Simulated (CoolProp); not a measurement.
Properties of C3F8 (R218) along the isotherm 440 K (Tc = 345.0 K, pc = 26.40 bar, ω = 0.317).

The numbers come from the reference Helmholtz-energy equation of state, Lemmon 2006 in CoolProp. It is a short technical equation, of lower accuracy than the large ones.

| p (bar) | phase | cv (kJ/(kg K)) | speed of sound (m/s) | conductivity (mW/(m K)) | Prandtl number |
|---|---|---|---|---|---|
| 3.3 | gas | 0.9294 | 140.7 | 25.0 | 0.712 |
| 6.6 | gas | 0.9310 | 138.6 | 25.3 | 0.716 |
| 9.9 | gas | 0.9328 | 136.5 | 25.5 | 0.722 |
| 13.2 | gas | 0.9347 | 134.4 | 25.8 | 0.730 |
| 16.5 | gas | 0.9366 | 132.2 | 26.1 | 0.739 |
| 19.8 | gas | 0.9386 | 130.1 | 26.5 | 0.751 |
| 23.1 | gas | 0.9406 | 128.1 | 26.8 | 0.765 |
| 26.4 | gas | 0.9427 | 126.1 | 27.2 | 0.783 |
| 29.7 | supercritical | 0.9448 | 124.2 | 27.6 | 0.803 |
| 33 | supercritical | 0.9469 | 122.5 | 28.1 | 0.827 |
| 36.3 | supercritical | 0.9490 | 121.0 | 28.5 | 0.854 |
| 39.6 | supercritical | 0.9510 | 119.7 | 29.0 | 0.885 |

Viscosity comes from a separate model (Huber 2003), an estimate that may be off by 10 % or more. Thermal conductivity comes from a separate model (Huber 2003), an estimate that may be off by 10 % or more.
